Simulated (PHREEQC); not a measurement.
# Alkaline etch or developer (model solution)

Dissolve 0.089 mol NaOH per kg of water at 15 °C. Closed to the air; pH follows from the charge balance.

Computed with PHREEQC (ion-association model, phreeqc.dat).

This is a speciation only: nothing precipitates in the calculation.

**Question.** Predict the pH, specific conductance, density.

**Answer.** pH 13.18; specific conductance 14500 µS/cm; density 1.003 g/cm³.

Complexes and solids missing from the database can't appear.
